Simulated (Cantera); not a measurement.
Input: 1 mol PbO, 2.7 mol CO, 0.41 mol H2, at 1200 K and 2.10 mbar.

These are equilibrium values from Cantera (NASA tables, ideal gas, pure condensed phases), not measurements of a reactor. Rates play no part.

```
species   before    after
-------  -------  -------
CO         0.452    0.464
Pb         0.243    0.243
CO2        0.205    0.193
H2        0.0615   0.0492
H2O       0.0383   0.0505
H        1.07e-6  6.12e-5
PbO      4.89e-6  7.97e-5
```
Gas species are given as mole fractions.

**Question.** Name the change that produced these shifts.
(A) temperature from 1200 K to 1975 K
(B) temperature from 1200 K to 1473 K
(C) temperature from 1200 K to 1173.15 K
(D) 0.76 mol O2 added

**Answer.** B, temperature from 1200 K to 1473 K
